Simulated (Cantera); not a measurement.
A closed system holds: 1 mol HgO, 0.47 mol O2, 23 mol N2, at 0.0960 bar.

Cantera equilibrium calculation (NASA polynomials, part measured and part estimated; ideal gas, pure solids and liquids). Candidate condensed phases: Hg, HgO; 10 gas species. The numbers say what is thermodynamically allowed, not how fast it happens.

Q: Which condensed phases are stable at each of these points (T (K)): 500, 575, 650, 725, 800, 875, 950, 1025, 1100, 1175, 1250, 1325, 1400, 1475?

A: 
```json
[
 {"T (K)": "500", "condensed phases": "HgO(s)", "Hg condensed (%)": "96.0"},
 {"T (K)": "575", "condensed phases": "gas only", "Hg condensed (%)": "0.0"},
 {"T (K)": "650", "condensed phases": "gas only", "Hg condensed (%)": "0.0"},
 {"T (K)": "725", "condensed phases": "gas only", "Hg condensed (%)": "0.0"},
 {"T (K)": "800", "condensed phases": "gas only", "Hg condensed (%)": "0.0"},
 {"T (K)": "875", "condensed phases": "gas only", "Hg condensed (%)": "0.0"},
 {"T (K)": "950", "condensed phases": "gas only", "Hg condensed (%)": "0.0"},
 {"T (K)": "1025", "condensed phases": "gas only", "Hg condensed (%)": "0.0"},
 {"T (K)": "1100", "condensed phases": "gas only", "Hg condensed (%)": "0.0"},
 {"T (K)": "1175", "condensed phases": "gas only", "Hg condensed (%)": "0.0"},
 {"T (K)": "1250", "condensed phases": "gas only", "Hg condensed (%)": "0.0"},
 {"T (K)": "1325", "condensed phases": "gas only", "Hg condensed (%)": "0.0"},
 {"T (K)": "1400", "condensed phases": "gas only", "Hg condensed (%)": "0.0"},
 {"T (K)": "1475", "condensed phases": "gas only", "Hg condensed (%)": "0.0"}
]
```

At 500 K the condensed part is HgO(s). From 575 K to 1475 K nothing is condensed.
